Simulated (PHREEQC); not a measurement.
Consider water at 20 °C with 26 mmol/kgw NH4HF2, 0.44 mmol/kgw H2SiF6, 6.4 mmol/kgw HBF4 and 1 mmol/kgw HCl. It is in equilibrium with CO2 at log p = -3.4 (atm). Otherwise closed; pH follows from the charge balance.

Equilibrium calculation in PHREEQC: ion-association model, wateq4f.dat.

| quantity | before | after |
|---|---|---|
| pH | 2.88 | 2.17 |
| ionic strength (mol/kgw) | 0.0279 | 0.0341 |
| HF (mol/kgw) | 0.0267 | 0.00660 |
| F- (mol/kgw) | 0.0175 | 0.000862 |
| H2F2 (mol/kgw) | 0.00223 | 0.000137 |
| HF2- (mol/kgw) | 0.00173 | 2.11e-5 |
| SI of Quartz (SiO2) | -7.46 | -2.43 |

Question: What was changed between the two runs?
A. H2SiF6 from 0.00044 to 0.00066 mol/kgw
B. HCl from 0.001 to 0.01 mol/kgw
C. NH4HF2 replaced by NaBF4 at the same molality
D. HBF4 from 0.0064 to 0.0032 mol/kgw

Answer: C, NH4HF2 replaced by NaBF4 at the same molality

No solid was allowed to form. wateq4f.dat counts part of the HF as a dimer, H2F2, which phreeqc.dat doesn't know; its constant is uncertain. SiF6-2 is the database's only silicon fluoride. Real BF4- forms and hydrolyses slowly; the run takes it at equilibrium.
